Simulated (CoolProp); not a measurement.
Vapour-liquid equilibrium of R22 (1) + methanol (2) at 7.75 °C; x and y are mole fractions of (1).

Computed with CoolProp (multi-fluid Helmholtz-energy mixture model, Kamei 1995 and de Reuck 1993; pair parameters Bell 2016).

Q: Give the bubble pressure and the first vapour's composition at x = 0.05, 0.35, 0.65. Is there an azeotrope?

A: x = 0.05: 0.06040 MPa, y = 0.895; x = 0.35: 0.3014 MPa, y = 0.982; x = 0.65: 0.4544 MPa, y = 0.991. No azeotrope shows between x = 0.05 and 0.95.

Pair parameters are fitted to limited data, so mixtures are less certain than the pure fluids. With so large a gap from Raoult's law the liquid may split in two, which this calculation doesn't test in full.
